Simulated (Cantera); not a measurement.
Mixture: CH4 : C2H6 : O2 : N2 : H2O = 1 : 0.075 : 5.26 : 19.8 : 1.2 (molar parts), equivalence ratio 0.43, at 12800 Torr, adiabatic and at constant volume. Ignition delay is the time to a rise of 400 K.

Model: GRI-Mech 3.0 (53 species, 325 reactions), integrated in Cantera. The pressure lies above the range GRI-Mech 3.0 was tuned for (to about 10 atm).

Q: What does this change do: constant pressure in place of constant volume?

A: 
| quantity | before | after |
|---|---|---|
| delay at 1200 K | 0.929 ms | 0.989 ms |
| delay at 1275 K | 0.368 ms | 0.395 ms |
| delay at 1350 K | 0.162 ms | 0.175 ms |
| delay at 1425 K | 77.7 µs | 84.6 µs |
| delay at 1500 K | 39.9 µs | 43.7 µs |
| delay at 1575 K | 21.6 µs | 23.9 µs |
| apparent activation energy between 1425 and 1575 K | 160 kJ/mol | 160 kJ/mol |

Q: What does this change do: pressure from 12800 Torr to 2330 Torr?

A: 
| quantity | before | after |
|---|---|---|
| delay at 1200 K | 0.929 ms | 2.68 ms |
| delay at 1275 K | 0.368 ms | 1.12 ms |
| delay at 1350 K | 0.162 ms | 0.505 ms |
| delay at 1425 K | 77.7 µs | 0.242 ms |
| delay at 1500 K | 39.9 µs | 0.123 ms |
| delay at 1575 K | 21.6 µs | 65.9 µs |
| apparent activation energy between 1425 and 1575 K | 160 kJ/mol | 160 kJ/mol |
